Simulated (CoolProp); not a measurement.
Oxygen at 326.66 K and 2.48 MPa is compressed adiabatically to 13 MPa with isentropic efficiency 0.75. Each further row changes one setting.

Model: reference Helmholtz-energy equation of state, Schmidt 1985, in CoolProp.

| case | work (kJ/kg) | final temperature (K) | final density (kg/m³) |
|---|---|---|---|
| as stated | 241 | 577.7 | 83.6 |
| efficiency 1 | 181 | 519.3 | 93.4 |
| efficiency 0.65 | 278 | 613.3 | 78.7 |

Above 300 K oxygen's equation is extrapolated.
